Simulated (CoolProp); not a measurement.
Saturation properties of trans-2-butene.

The numbers come from the reference Helmholtz-energy equation of state, Lemmon 2005 in CoolProp. It is a short technical equation, of lower accuracy than the large ones.

```csv
T (K),p (kPa),liquid density (kg/m³),enthalpy of vaporisation (kJ/kg),liquid cp (kJ/(kg K))
262.3,63.28,(withheld),415.8,2.178
272.2,94.44,628.5,(withheld),2.215
282.1,136.5,(withheld),(withheld),2.256
292,191.9,605.8,387.8,2.300
301.9,263.1,(withheld),377.4,2.349
311.7,351.8,581.9,366.6,2.401
321.6,462.7,569.2,355.0,2.459
331.5,597.9,(withheld),342.6,2.523
341.4,760.5,(withheld),329.2,2.595
351.3,954.0,527.3,314.6,2.678
361.2,1182,511.5,298.7,2.776
371.1,1447,494.5,281.1,2.895
381,1755,475.8,261.3,3.048
```

Question: Fill in the missing entries.

Answer: 
- 262.3, liquid density (kg/m³): 639.4
- 272.2, enthalpy of vaporisation (kJ/kg): 406.9
- 282.1, liquid density (kg/m³): 617.3
- 282.1, enthalpy of vaporisation (kJ/kg): 397.5
- 301.9, liquid density (kg/m³): 594.0
- 331.5, liquid density (kg/m³): 556.0
- 341.4, liquid density (kg/m³): 542.0

It boils at 274.0 K under 1 atm.
